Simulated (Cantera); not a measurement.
A freely propagating, adiabatic, planar premixed flame of CH4 : O2 : N2 = 1 : 2.78 : 9.72 (molar parts), equivalence ratio 0.72, unburnt at 550 K and 3.95 atm; mixture-averaged transport, grid criteria slope 0.08 and curve 0.16, no radiation.

Model: GRI-Mech 3.0 (53 species, 325 reactions), integrated in Cantera. Burning velocities carry a grid error of a few per cent, more on coarse grids.

Problem. What does this change do: N2 9.72 to 7.7 parts?

Solution. 
```
quantity                     before      after
------------------------  ---------  ---------
laminar burning velocity  48.8 cm/s  78.5 cm/s
thermal thickness          0.147 mm   0.104 mm
peak x(C2H)                 4.13e-8    1.08e-7
peak x(O)                   0.00209    0.00373
```

Problem. What does this change do: 0.36 parts H2O added?

Solution. 
```tsv
quantity	before	after
laminar burning velocity	48.8 cm/s	42.8 cm/s
thermal thickness	0.147 mm	0.163 mm
peak x(C2H)	4.13e-8	3.73e-8
peak x(O)	0.00209	0.00161
```
